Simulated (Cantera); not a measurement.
Charge: 1 mol C2H6, 1.2 mol NH3, 0.053 mol H2O, at 2875 K and 0.100 bar.

Equilibrium computed with Cantera from the NASA thermochemical tables; the gas is ideal and each condensed phase is pure. Candidate condensed phases: C, C6H6, C7H8, C8H18, H2O; 136 gas species. The numbers say what is thermodynamically allowed, not how fast it happens.

Question: What is the equilibrium state?

Answer: 
| Property | Result |
|---|---|
| x(H2) | 0.591 |
| x(H) | 0.257 |
| x(N2) | 0.0744 |
| x(HCN) | 0.0335 |
| x(C2H2 (acetylene)) | 0.0252 |
| x(CO) | 0.00836 |
| x(HNC) | 0.00570 |
| x(C2H) | 0.00156 |
| x(CN) | 0.00133 |
| n(C(graphite)) | 1.32 mol |
| gas amount | 6.337 mol |
